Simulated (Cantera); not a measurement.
Input: 1 mol MgF2, a varied amount of O2, 8.4 mol H2, held at 1200 °C and 0.100 bar.

Method: chemical equilibrium by Gibbs-energy minimisation in Cantera with the NASA 1993 tables (ideal gas, pure condensed phases). Candidate condensed phases: H2O, Mg, MgF2, MgO, Mg(OH)2; 31 gas species. Mutual solubility and eutectic melting of coexisting phases are not modelled. Rates play no part.

Problem. Which condensed phases are stable at each of these points (n(O2) (mol)): 0.46, 0.66, 0.93, 1.3, 1.9, 2.6, 3.7, 5.2?

Solution. 
| n(O2) (mol) | condensed phases | Mg condensed (%) |
|---|---|---|
| 0.46 | MgF2(s) + MgO(s) | 99.7 |
| 0.66 | MgF2(s) + MgO(s) | 99.7 |
| 0.93 | MgO(s) | 99.7 |
| 1.3 | MgO(s) | 99.8 |
| 1.9 | MgO(s) | 99.9 |
| 2.6 | MgO(s) | 99.9 |
| 3.7 | MgO(s) | 100.0 |
| 5.2 | MgO(s) | 100.0 |

From 0.46 mol O2 to 0.66 mol O2 the condensed part is MgF2(s) + MgO(s). From 0.93 mol O2 to 5.2 mol O2 the condensed part is MgO(s).
